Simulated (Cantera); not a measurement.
Charge: 1 mol B2O3, 0.9 mol O2, 0.27 mol H2, at 1025 °C and 700 Pa.

These are equilibrium values from Cantera (NASA tables, ideal gas, pure condensed phases), not measurements of a reactor. Candidate condensed phases: B, B2O3, B3O3H3, H2O; 23 gas species. Gases not in the tables: H3BO3. Rates play no part.

Base state: O2 0.732, H2O 0.249, HBO2 0.0180, (HBO2)3 8.64e-5, OH 7.67e-5, B2O3 2.53e-5 (mole fractions); condensed: B2O3(l).

What changes in the equilibrium state with this change: temperature from 1025 °C to 1077 °C?


```
species        before     after
------------  -------  --------
O2              0.732     0.727
H2O             0.249     0.240
HBO2           0.0180    0.0321
B2O3          2.53e-5  0.000100
BO2           6.96e-6   2.24e-5
OH            7.67e-5  0.000134
(HBO2)3       8.64e-5   6.94e-5
B2O3(l), mol    0.990     0.983
```
